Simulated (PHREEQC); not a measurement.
A solution holds 0.0016 mol/kgw ZnCl2, at 25 °C. Closed to the air; pH follows from the charge balance.

Computed with PHREEQC (ion-association model, wateq4f.dat).

The ionic strength comes out as 0.00478 mol/kgw. What activity coefficients do H+, ZnCl+, Zn+2, ZnOH+, Cl- get?

H+ 0.94, ZnCl+ 0.93, Zn+2 0.75, ZnOH+ 0.93, Cl- 0.93.

No solid was allowed to form. Species that the database lacks are ignored.
